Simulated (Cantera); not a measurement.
Input: 1 mol SiHCl3, 0.11 mol Cl2, 7.7 mol N2, equilibrated at 18.0 Torr.

Cantera equilibrium calculation (NASA polynomials, part measured and part estimated; ideal gas, pure solids and liquids). Candidate condensed phases: NH4Cl, Si, Si3N4; 28 gas species. N2 is the only nitrogen source here; it is nearly inert below about 1500 K, so the nitride shown seldom forms there in practice. Kinetics and transport are ignored.

Over these rows the condensed part is Si3N4(s). Partial pressures as log10 of bar:

| T (K) | 1000/T (1/K) | log p SiCl2 | log p N2 | log p HCl | log p SiCl4 |
|---|---|---|---|---|---|
| 1050 | 0.9524 | -6.83 | -1.70 | -2.65 | -2.80 |
| 1100 | 0.9091 | ? | -1.70 | -2.65 | -2.80 |
| 1150 | 0.8696 | -5.62 | -1.70 | -2.64 | -2.80 |
| 1200 | 0.8333 | -5.09 | -1.70 | -2.64 | -2.81 |
| 1250 | 0.8000 | -4.61 | -1.70 | -2.64 | -2.82 |
| 1300 | 0.7692 | -4.17 | -1.70 | -2.64 | -2.84 |

Question: Fit log p(SiCl2) = a + b·(1000/T) to the five rows, give the apparent enthalpy, and predict the row at 1100 K.

Answer: Means: 1000/T = 0.8449, log p = -5.264. Sxy = -0.291337, Sxx = 0.0200474, so b = -14.53 and a = -5.264 − (-14.53)×0.8449 = 7.01.
Apparent enthalpy: −19.145 × (-14.53) = 278 kJ/mol. With the condensed phases at unit activity, 1/6 Si3N4(s) + 1/2 SiCl4(g) = SiCl2(g) + 1/3 N2(g) links this pressure to the main gases: over the six rows their terms move log p by -0.02 in all, so the slope is close to that reaction's ΔH°. The five rows lie within 0.01 of the line.
Prediction at 1100 K: 7.01 + (-14.53)×0.9091 = -6.20. The computed value is -6.20, 0.00 from the line.
